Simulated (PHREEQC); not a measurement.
Model water analysis in mg/kgw, 20 °C, pH 5.8, pe 11.5:

| constituent | mg/kgw |
|---|---|
| Na | 1.16 |
| K | 1.03 |
| Ca | 2.73 |
| Mg | 0.243 |
| Cl | 5.76 |
| S(6) as SO4 | 0.912 |
| Alkalinity as HCO3 | 2.87 |
| O(0) (dissolved oxygen) | 0.00115 |
| Si as SiO2 | 0.052 |

Valence states are taken as typed.

Equilibrium calculation in PHREEQC: ion-association model, phreeqc.dat.

This is a speciation only: nothing precipitates in the calculation.

Q: Estimate the charge-balance error.

A: charge-balance error 1.0 %.

Q: In which forms is C present?

A: CO2 79 %, HCO3- 21 % of the C.
